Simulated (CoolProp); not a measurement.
Properties of CH3F (R41) along the isotherm 321.1 K.

Values from CoolProp's reference Helmholtz-energy equation of state, Lemmon 2006. It is a short technical equation, of lower accuracy than the large ones.

| p (MPa) | phase | density (kg/m³) | cp (kJ/(kg K)) |
|---|---|---|---|
| 2.46 | gas | 37.90 | 1.589 |
| 4.92 | gas | 105.2 | 3.192 |
| 7.38 | supercritical | 465.2 | 5.935 |
| 9.84 | supercritical | 532.1 | 3.491 |
| 12.3 | supercritical | 565.1 | 2.971 |
| 14.8 | supercritical | 588.7 | 2.717 |
| 17.2 | supercritical | 606.5 | 2.567 |
| 19.7 | supercritical | 621.9 | 2.459 |
| 22.1 | supercritical | 634.7 | 2.382 |
| 24.6 | supercritical | 646.5 | 2.319 |
| 27.1 | supercritical | 657.1 | 2.268 |
| 29.5 | supercritical | 666.3 | 2.228 |

The peak of cp marks the crossing from liquid-like to gas-like fluid above the critical point.
